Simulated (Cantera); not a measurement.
Charge: 1 mol Ti, 3.6 mol H2, equilibrated at 1902 °C and 89.0 Pa.

Equilibrium computed with Cantera from the NASA thermochemical tables; the gas is ideal and each condensed phase is pure. Candidate condensed phases: Ti; 3 gas species. Rates play no part.

Base state: H2 0.765, H 0.143, Ti 0.0920 (mole fractions); condensed: Ti(l).

What changes in the equilibrium state with this change: pressure from 89.0 Pa to 42.0 Pa?


```tsv
species	before	after
H2	0.765	0.618
Ti	0.0920	0.195
H	0.143	0.187
Ti(l), mol	0.604	0.0136
```

What changes in the equilibrium state with this change: pressure from 89.0 Pa to 13.3 mbar?


| species | before | after |
|---|---|---|
| H2 | 0.765 | 0.953 |
| H | 0.143 | 0.0413 |
| Ti | 0.0920 | 0.00614 |
| Ti(l), mol | 0.604 | 0.977 |
